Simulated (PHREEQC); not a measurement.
A solution holds 0.033 mol Pb(NO3)2, 0.17 mol MgSO4 and 0.00039 mol NaCl per kg of water, at 25 °C. Closed to the air; pH follows from the charge balance.

Equilibrium calculation in PHREEQC: ion-association model, phreeqc.dat.

```json
{
 "pH": "5.24",
 "ionic_strength": "0.356 mol/kgw",
 "activity_of_water": "0.994",
 "density": "1.027 g/cm³"
}
```

```
species     molality  activity   log γ
----------  --------  --------  ------
Mg+2          0.0879    0.0269  -0.515
MgSO4         0.0821    0.0892   0.036
NO3-          0.0640    0.0412  -0.192
SO4-2         0.0603    0.0142  -0.629
PbSO4         0.0176    0.0191   0.036
Pb+2         0.00840   0.00240  -0.545
Pb(SO4)2-2   0.00497   0.00142  -0.545
PbNO3+       0.00200   0.00146  -0.136
Na+         0.000364  0.000264  -0.140
Cl-         0.000358  0.000241  -0.172
PbCl+        3.15e-5   2.30e-5  -0.136
NaSO4-       2.63e-5   1.87e-5  -0.148
PbOH+        1.10e-5   8.05e-6  -0.136
HSO4-        1.09e-5   7.94e-6  -0.136
H+           7.43e-6   5.77e-6  -0.110
```

No solid was allowed to form. Saturation is exceeded, for instance for Anglesite; the values hold only as long as no solid forms.
